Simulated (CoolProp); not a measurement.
Computed with CoolProp (reference Helmholtz-energy equation of state, Zhou 2014).

Problem. For cyclohexane, give the phase and the density (kg/m³), cp (kJ/(kg K)), Joule-Thomson coefficient (K/MPa) at 182.65 °C and 3.32 MPa.

Solution. 
- 182.65 °C and 3.32 MPa: liquid; density 611, cp 2.69, Joule-Thomson coefficient -0.0109
